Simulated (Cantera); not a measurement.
An adiabatic, constant-volume homogeneous reactor starts with 1.67 % C3H8, 7.58 % O2, 90.8 % N2, at 1350 K and 0.306 atm.

Computed with Cantera and GRI-Mech 3.0 (53 species, 325 reactions). GRI-Mech 3.0 was tuned for natural gas; its chemistry of propane as a main component is partial and can be far from experiment.

Predict: time of steepest temperature rise; temperature at 0.800 s; equilibrium temperature; x(O2) at 0.800 s; x(CO2) at 0.800 s; x(OH) at 0.800 s.


```
Quantity                                                             Value
---------------------------------  ---------------------------------------
time of steepest temperature rise                                  1.62 ms
temperature at 0.800 s                                              2301 K
equilibrium temperature                                             2301 K
x(O2) at 0.800 s                   0.00134 (gas-phase equilibrium 0.00134)
x(CO2) at 0.800 s                    0.0339 (gas-phase equilibrium 0.0339)
x(OH) at 0.800 s                   0.00186 (gas-phase equilibrium 0.00186)
```
